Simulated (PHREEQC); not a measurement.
0.043 g of hydrous ferric oxide (600 m²/g; 0.2 weak and 0.005 strong sites per Fe, Dzombak-Morel constants, diffuse double layer) in 1 kg of water with 0.001 mol/kgw of an inert sodium salt and 1.6e-07 mol SrCl2, at 25 °C; the pH is set by adding NaOH or the inert anion's acid. O2 is buffered at 0.21 atm. CO2 from the air is kept out. No solid was allowed to form.

Base run: PHREEQC, ion-association model, wateq4f.dat. Each further column changes one thing. The table gives surface charge σ (C/m²).

```
pH      base  background salt from 0.001 to 0.0001 mol/kgw  oxide from 0.043 to 0.21 g/kgw  3.8e-05 mol/kgw ZnSO4 added
----  ------  --------------------------------------------  ------------------------------  ---------------------------
3      0.252                                             …                           0.256                        0.073
3.38   0.191                                         0.146                           0.194                        0.057
3.75   0.143                                         0.092                           0.146                        0.043
4.5    0.078                                             …                           0.079                        0.026
4.88   0.056                                         0.023                           0.057                        0.021
5.25   0.040                                         0.015                           0.040                        0.017
5.62   0.028                                         0.010                           0.028                            …
6.38   0.012                                         0.004                           0.012                        0.010
6.75   0.008                                         0.003                           0.008                        0.008
7.12   0.005                                         0.002                           0.005                        0.007
7.5    0.003                                         0.001                           0.003                        0.006
8.25  -0.001                                         0.000                          -0.001                        0.003
8.62  -0.002                                        -0.001                          -0.002                        0.002
9     -0.004                                        -0.001                          -0.004                        0.000
```

**Question.** Complete the blanks.

**Answer.** 
- 3, background salt from 0.001 to 0.0001 mol/kgw: 0.223
- 4.5, background salt from 0.001 to 0.0001 mol/kgw: 0.036
- 5.62, 3.8e-05 mol/kgw ZnSO4 added: 0.014

The oxide is taken as insoluble; below pH 4 it would dissolve.
